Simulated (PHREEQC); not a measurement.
Solution (25 °C): 97 mmol/kgw Na2SeO4 and 2.7 mmol/kgw FeCl3. Closed to the air; pH follows from the charge balance.

All values are PHREEQC results (ion-association model, wateq4f.dat), not measurements.

Each row changes one thing in this solution. This is a speciation only: nothing precipitates in the calculation.

```tsv
case	pH	ionic strength (mol/kgw)	HSeO4- (mol/kgw)	FeOH+2 (mol/kgw)	Fe+3 (mol/kgw)	Fe2(OH)2+4 (mol/kgw)	SI of Halite (NaCl)	SI of Goethite (FeOOH)
as made	3.06	0.301	0.00149	0.00113	0.000359	0.000328	-4.69	+5.78
temperature from 25 to 55 °C	3.16	0.297	0.00240	0.00145	7.73e-5	0.000204	-4.77	+6.32
temperature from 25 to 70 °C	3.20	0.296	0.00289	0.00135	3.30e-5	0.000119	-4.81	+6.48
temperature from 25 to 15 °C	3.04	0.303	0.00120	0.000921	0.000558	0.000317	-4.67	+5.55
Na2SeO4 from 0.097 to 0.0485 mol/kgw	2.95	0.157	0.00106	0.00116	0.000449	0.000322	-4.95	+5.66
Na2SeO4 from 0.097 to 0.0097 mol/kgw	2.80	0.0412	0.000387	0.00133	0.000610	0.000216	-5.55	+5.61
```

Complexes and solids missing from the database can't appear. Some of these states are supersaturated (in Hematite (slow to form), Goethite (slow to form), for instance). Away from 25 °C the constants follow the database's enthalpies or fits; those with neither stay at their 25 °C values.
